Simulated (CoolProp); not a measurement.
Computed with CoolProp (reference Helmholtz-energy equation of state, Setzmann 1991).

### Question
Give the vapour pressure (bar), vapour density (kg/m³), liquid cp (kJ/(kg K)), surface tension (mN/m) of saturated methane at -126.55 °C.

### Answer
```json
[
 {"T (°C)": "-126.55", "p (bar)": "8.89", "vapour density (kg/m³)": "14.0", "liquid cp (kJ/(kg K))": "3.96", "surface tension (mN/m)": "6.38"}
]
```

Surface tension comes from a separate correlation (Mulero 2012).
